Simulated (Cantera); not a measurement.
A Cantera script and what it prints.

```python
import numpy as np
import cantera as ct

gas_names = [...]  # 116 gases of nasa_gas.yaml made of C, H, K, O
cond_names = """
    C(gr) C6H6(L) C7H8(L) C8H18(L),n-octa H2O(s) H2O(L) K(cr) K(L) KOH(a) KOH(b) KOH(L) KO2(s) K2CO3(s)
    K2CO3(L) K2O(s) K2O2(s)
""".split()


# ... load() reads the species with a 1 bar reference pressure and builds the phases ...
atoms = {
    'K2CO3': {'K': 2, 'C': 1, 'O': 3},
    'C': {'C': 1},
    'H2O': {'H': 2, 'O': 1},
}
top_T = {'C(gr)': 4500, 'KO2(s)': 780, 'K2O(s)': 1000, 'K2O2(s)': 760}  # K; cautious upper limits of use, not melting points


# ... equilibrate(T, P, feed) seeds the gas with the atoms and calls Mixture.equilibrate('TP', solver="vcs", rtol=1e-11, max_steps=5000) ...
results = []
feed = {'K2CO3': 1, 'C': 0.18, 'H2O': 0.51}  # mol
T = 1373  # K
P = 100000  # Pa
mix = equilibrate(T, P, feed)
results.append((T, P, feed, dict(zip(mix.species_names, mix.species_moles))))
x = sorted(zip(gas.X, gas.species_names), reverse=True)
print(f"T = {T:g} K  P = {P:g} Pa  gas = {mix.phase_moles(0):.4g} mol")
print("   x: " + "  ".join(f"{s} {v:.3e}" for v, s in x if v > 0.0001))
print("   condensed (mol): " + ("  ".join(f"{mix.phase(i).name} {mix.phase_moles(i):.4g}"
      for i in range(1, mix.n_phases) if mix.phase_moles(i) > 1e-12) or "none"))
```

It prints:

```
T = 1373 K  P = 100000 Pa  gas = 0.7115 mol
   x: H2O 3.736e-01  H2 3.313e-01  CO 1.726e-01  CO2 9.450e-02  KOH 2.365e-02  K 4.254e-03  K2O2H2 1.146e-04
   condensed (mol): K2CO3(L) 0.99
```

Equilibrium computed with Cantera from the NASA thermochemical tables; the gas is ideal and each condensed phase is pure.
